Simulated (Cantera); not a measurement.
A closed system holds: 1 mol Si, 0.52 mol Br2, 43 mol H2, equilibrated at 600 K.

Equilibrium computed with Cantera from the NASA thermochemical tables; the gas is ideal and each condensed phase is pure. Candidate condensed phases: Br2, Si; 19 gas species. Equilibrium is a limit: real reactors are often held back by kinetics, nucleation or transport.

x: gas mole fraction; n: condensed amount in mol.

| P (Pa) | x H2 | x SiBr4 | x SiHBr3 | x HBr | n Si(s) |
|---|---|---|---|---|---|
| 1 | 0.993 | 0.00569 | 7.44e-5 | 0.00106 | 0.751 |
| 4.20 | 0.993 | 0.00574 | 0.000107 | 0.000739 | 0.747 |
| 18 | 0.994 | 0.00576 | 0.000155 | 0.000514 | 0.744 |
| 75 | 0.994 | 0.00575 | ? | ? | 0.741 |
| 320 | 0.994 | 0.00571 | 0.000316 | 0.000250 | 0.739 |
| 1300 | 0.994 | 0.00563 | 0.000443 | 0.000175 | 0.737 |
| 5600 | 0.994 | 0.00549 | ? | ? | 0.734 |
| 24000 | 0.994 | 0.00530 | 0.000878 | 8.33e-5 | 0.730 |
| 100000 | 0.994 | 0.00503 | 0.00121 | 5.76e-5 | 0.725 |

What belongs in the gaps?


- 75, x SiHBr3: 0.000221
- 75, x HBr: 0.000360
- 5600, x SiHBr3: 0.000627
- 5600, x HBr: 0.000121
